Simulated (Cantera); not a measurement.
## Equilibrium for silicon carbide growth: SiCl₄ + CH₄ + H₂ + HCl

Input: 1 mol SiCl₄, 0.35 mol CH₄, 17 mol H₂, 4.6 mol HCl, held at 7.50 Torr.

Cantera equilibrium calculation (NASA polynomials, part measured and part estimated; ideal gas, pure solids and liquids). Candidate condensed phases: C, C₆H₆, C₇H₈, C₈H₁₈, Si, SiC; 109 gas species. The tables' values for SiCl₃ are old estimates; treat these amounts as uncertain. Equilibrium is a limit: real reactors are often held back by kinetics, nucleation or transport.

```csv
T (°C),log p H₂,log p HCl,log p SiCl₄,log p SiCl₂,log p SiCl₃,n SiC(s)
825,-2.14,-2.59,-3.59,-5.60,-5.17,0.347
875,-2.15,-2.59,-3.62,-5.03,-4.85,0.349
925,-2.15,-2.58,-3.69,-4.55,-4.59,0.350
975,-2.15,-2.57,-3.81,-4.18,-4.43,0.350
1025,-2.16,-2.55,-4.00,-3.93,-4.36,0.350
1075,-2.16,-2.54,-4.26,-3.78,-4.37,0.350
1125,-2.17,-2.53,-4.56,-3.70,-4.44,0.350
1175,-2.17,-2.53,-4.88,-3.65,-4.55,0.350
1225,-2.17,-2.53,-5.20,-3.62,-4.66,0.350
1275,-2.17,-2.53,-5.51,-3.61,-4.78,0.350
```
log p: log10 of the partial pressure in bar; n: condensed amount in mol.

From 825 °C to 1275 °C the condensed part is SiC(s). The main Si-bearing gas is SiCl₄ at 825 °C and SiCl₂ at 1275 °C.
